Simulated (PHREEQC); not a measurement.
0.33 g of hydrous ferric oxide (600 m²/g; 0.2 weak and 0.005 strong sites per Fe, Dzombak-Morel constants, diffuse double layer) in 1 kg of water with 0.005 mol/kgw of an inert sodium salt and 0.00027 mol/kgw ZnSO4, at 25 °C; the pH is set by adding NaOH or the inert anion's acid. O2 is buffered at 0.21 atm. No CO2 enters from the air. Precipitation was switched off in this run.

The series has 17 steps of pH, from 4 to 12.

The numbers come from PHREEQC with the ion-association model, wateq4f.dat.

Near which pH is half of the S sorbed, and on which side is more sorbed?

Near pH 6.1, with more sorbed at lower pH.

Near which pH is half of the Zn sorbed, and on which side is more sorbed?

Near pH 6.7, with more sorbed at higher pH.

At which pH does the surface charge pass through zero?

Near pH 9.0.

Along this series the solution becomes supersaturated in solids that the run did not let form, among them Zn(OH)2-e.
